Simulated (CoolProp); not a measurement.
Vapour-liquid equilibrium of R152A (1) + R227EA (2) at 3.55 °C; x and y are mole fractions of (1).

The numbers come from the multi-fluid Helmholtz-energy mixture model, Outcalt 1996 and Lemmon 2016; pair parameters Bell 2016 in CoolProp.

Question: Give the bubble pressure and the first vapour's composition at x = 0.5, 0.575, 0.875. Is there an azeotrope?

Answer: x = 0.5: 0.2617 MPa, y = 0.582; x = 0.575: 0.2687 MPa, y = 0.652; x = 0.875: 0.2924 MPa, y = 0.898. No azeotrope shows between x = 0.05 and 0.95.

The pair parameters rest on a limited set of measurements; away from them the model extrapolates. The gap from Raoult's law changes sign with composition, which may be real or a fault of the pair parameters; it wasn't checked against measurements.
